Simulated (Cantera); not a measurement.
An adiabatic, constant-volume homogeneous reactor starts with H2 : O2 : N2 = 1 : 0.82 : 9.02 (molar parts), at 1550 K and 0.987 atm. Integrator tolerance rtol = 1e-08.

Detailed kinetics in Cantera: the H2/O2 subset of GRI-Mech 3.0, which has no nitrogen chemistry.

What does this change do: H2 1 to 2.1 parts?


| quantity | before | after |
|---|---|---|
| time of steepest temperature rise | 26.2 µs | 22.8 µs |
| temperature at 0.300 s | 2320 K | 2625 K |
| equilibrium temperature | 2320 K | 2625 K |
| x(H2) at 0.300 s | 0.00105 (gas-phase equilibrium 0.00105) | 0.0424 (gas-phase equilibrium 0.0424) |
| x(O2) at 0.300 s | 0.0300 (gas-phase equilibrium 0.0300) | 0.000765 (gas-phase equilibrium 0.000765) |
| x(H) at 0.300 s | 0.000293 (gas-phase equilibrium 0.000293) | 0.00698 (gas-phase equilibrium 0.00698) |
| x(O) at 0.300 s | 0.000812 (gas-phase equilibrium 0.000812) | 0.000574 (gas-phase equilibrium 0.000574) |
| x(H2O) at 0.300 s | 0.0932 (gas-phase equilibrium 0.0932) | 0.139 (gas-phase equilibrium 0.139) |

What does this change do: pressure from 0.987 atm to 1.78 atm?


```json
[
 {"quantity": "time of steepest temperature rise", "before": "26.2 µs", "after": "14.8 µs"},
 {"quantity": "temperature at 0.300 s", "before": "2320 K", "after": "2327 K"},
 {"quantity": "equilibrium temperature", "before": "2320 K", "after": "2327 K"},
 {"quantity": "x(H2) at 0.300 s", "before": "0.00105 (gas-phase equilibrium 0.00105)", "after": "0.000818 (gas-phase equilibrium 0.000818)"},
 {"quantity": "x(O2) at 0.300 s", "before": "0.0300 (gas-phase equilibrium 0.0300)", "after": "0.0301 (gas-phase equilibrium 0.0301)"},
 {"quantity": "x(H) at 0.300 s", "before": "0.000293 (gas-phase equilibrium 0.000293)", "after": "0.000199 (gas-phase equilibrium 0.000199)"},
 {"quantity": "x(O) at 0.300 s", "before": "0.000812 (gas-phase equilibrium 0.000812)", "after": "0.000630 (gas-phase equilibrium 0.000630)"},
 {"quantity": "x(H2O) at 0.300 s", "before": "0.0932 (gas-phase equilibrium 0.0932)", "after": "0.0937 (gas-phase equilibrium 0.0937)"}
]
```

What does this change do: pressure from 0.987 atm to 9.87 atm?


```tsv
quantity	before	after
time of steepest temperature rise	26.2 µs	2.87 µs
temperature at 0.300 s	2320 K	2341 K
equilibrium temperature	2320 K	2341 K
x(H2) at 0.300 s	0.00105 (gas-phase equilibrium 0.00105)	0.000378 (gas-phase equilibrium 0.000378)
x(O2) at 0.300 s	0.0300 (gas-phase equilibrium 0.0300)	0.0303 (gas-phase equilibrium 0.0303)
x(H) at 0.300 s	0.000293 (gas-phase equilibrium 0.000293)	6.15e-5 (gas-phase equilibrium 6.15e-5)
x(O) at 0.300 s	0.000812 (gas-phase equilibrium 0.000812)	0.000290 (gas-phase equilibrium 0.000290)
x(H2O) at 0.300 s	0.0932 (gas-phase equilibrium 0.0932)	0.0949 (gas-phase equilibrium 0.0949)
```
The hydrogen kinetics of GRI-Mech 3.0 are dated; newer H2 mechanisms differ, most at raised pressure.
